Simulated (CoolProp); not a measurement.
Vapour-liquid equilibrium of benzene (1) + toluene (2) at 1.27 MPa; x and y are mole fractions of (1).

The numbers come from the multi-fluid Helmholtz-energy mixture model, Thol 2012 and Lemmon 2006; pair parameters Bell 2016 in CoolProp.

```
x     bubble temperature (K)  y at the bubble point  dew temperature at overall composition x (K)  liquid density (mol/L)
----  ----------------------  ---------------------  --------------------------------------------  ----------------------
0.05                   502.5                  0.075                                         503.3                   6.925
0.2                    495.7                  0.281                                         498.5                   7.171
0.35                   489.3                  0.460                                         493.3                   7.421
0.5                    483.2                  0.617                                         487.8                   7.676
0.65                   477.5                  0.752                                         481.9                   7.937
0.8                    472.2                  0.868                                         475.4                   8.204
0.95                   467.2                  0.969                                         468.2                   8.479
```

No azeotrope shows between x = 0.05 and 0.95.

Pair parameters are fitted to limited data, so mixtures are less certain than the pure fluids.
